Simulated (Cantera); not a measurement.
**Low-pressure radical oxidation in H2/O2**

An isothermal, constant-pressure homogeneous reactor starts with 7.07 % H2, 54.3 % O2, 38.6 % N2, at 1400 K and 0.0263 atm.

Detailed kinetics in Cantera: the H2/O2 subset of GRI-Mech 3.0, which has no nitrogen chemistry. Radical loss at walls, strong at low pressure, is not modelled. The temperature is held fixed by assumption; the heat of reaction is taken as removed at once.

| t (s) | x H2 | x O2 | x O | x H2O | x H2O2 | x HO2 |
|---|---|---|---|---|---|---|
| 1.00e-5 | 0.0707 | 0.543 | 4.05e-9 | 7.84e-10 | 4.66e-12 | 1.80e-8 |
| 2.61e-5 | 0.0707 | 0.543 | 2.24e-8 | 1.11e-8 | 3.14e-11 | 4.69e-8 |
| 6.81e-5 | 0.0707 | 0.543 | 1.43e-7 | 1.57e-7 | 2.08e-10 | 1.22e-7 |
| 0.000178 | 0.0706 | 0.543 | 2.96e-6 | 5.09e-6 | 1.33e-9 | 3.24e-7 |
| 0.000464 | 0.0613 | 0.537 | 0.00359 | 0.00650 | 3.51e-8 | 2.69e-6 |
| 0.00121 | 0.00232 | 0.492 | 0.0404 | 0.0577 | 1.27e-7 | 3.67e-6 |
| 0.00316 | 0.00211 | 0.495 | 0.0363 | 0.0594 | 1.27e-7 | 3.64e-6 |
| 0.00825 | 0.00167 | 0.503 | 0.0276 | 0.0628 | 1.25e-7 | 3.51e-6 |
| 0.0215 | 0.000932 | 0.514 | 0.0146 | 0.0676 | 1.09e-7 | 3.01e-6 |
| 0.0562 | 0.000289 | 0.522 | 0.00440 | 0.0711 | 7.09e-8 | 1.82e-6 |
| 0.147 | 5.70e-5 | 0.526 | 0.000856 | 0.0725 | 3.20e-8 | 6.52e-7 |
| 0.383 | 1.06e-5 | 0.526 | 0.000160 | 0.0730 | 1.19e-8 | 1.78e-7 |
| 1.00 | 2.37e-6 | 0.527 | 3.55e-5 | 0.0731 | 4.24e-9 | 6.45e-8 |
x: mole fraction; the columns are a selection and need not sum to one.

Equilibrium at this temperature and pressure: H2 2.81e-7, O2 0.527, O 4.23e-6, H2O 0.0732, H2O2 9.70e-10, HO2 6.23e-8 (gas phase only).
